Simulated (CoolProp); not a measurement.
Vapour-liquid equilibrium of R142b (1) + R113 (2) at 0.449 MPa; x and y are mole fractions of (1).

Computed with CoolProp (multi-fluid Helmholtz-energy mixture model, Lemmon 2006 and Marx 1992; pair parameters Bell 2016).

```
x     bubble temperature (K)  y at the bubble point  dew temperature at overall composition x (K)  liquid density (mol/L)
----  ----------------------  ---------------------  --------------------------------------------  ----------------------
0.05                   366.3                  0.196                                         372.4                   7.483
0.15                   353.1                  0.465                                         368.3                   7.850
0.25                   342.9                  0.630                                         363.9                   8.192
0.35                   335.1                  0.735                                         359.1                   8.518
0.45                   328.8                  0.807                                         353.9                   8.839
0.55                   323.8                  0.859                                         348.1                   9.162
0.65                   319.5                  0.899                                         341.5                   9.493
0.75                   315.8                  0.932                                         333.8                   9.840
0.85                   312.4                  0.961                                         324.7                   10.21
0.95                   309.3                  0.987                                         313.7                   10.60
```

No azeotrope shows between x = 0.05 and 0.95.

The pair parameters rest on a limited set of measurements; away from them the model extrapolates.
